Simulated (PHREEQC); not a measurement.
Na2S is added in steps, without added water, to 1 kg of water holding 0.00012 mol PbCl2, at 20 °C. The system is closed to oxygen. No CO2 enters from the air. The run lets Pb(OH)2, Cotunnite, Laurionite, Galena, Halite precipitate or redissolve, and no other solid.

Base run: PHREEQC, ion-association model, wateq4f.dat. Each further column changes one thing. The table gives pH.

```csv
Na2S added (mol),base,PbCl2 replaced by ZnCl2 at the same molality,diluted 100-fold with water,no solid may form
0,5.84,6.50,6.78,5.84
4.5e-05,5.94,6.59,9.81,(withheld)
9e-05,6.14,6.75,(withheld),(withheld)
0.000135,9.34,9.34,(withheld),9.80
0.00018,9.94,9.94,10.41,10.23
0.000225,10.18,10.18,10.51,10.46
0.00027,10.33,10.33,10.58,10.58
0.000315,10.44,10.44,10.65,10.65
0.00036,10.53,10.53,10.71,10.71
```

Question: What belongs in the gaps?

Answer: 
- 4.5e-05, no solid may form: 7.63
- 9e-05, diluted 100-fold with water: 10.11
- 9e-05, no solid may form: 8.77
- 0.000135, diluted 100-fold with water: 10.29

The polysulfide entries of wateq4f.dat were taken out for this run. In at least one series the solution becomes supersaturated in solids that the run did not let form, among them Pb(OH)2, Galena. Solids allowed in the column 'PbCl2 replaced by ZnCl2 at the same molality': Zn(OH)2-e, Zn5(OH)8Cl2, ZnS(a), Halite.
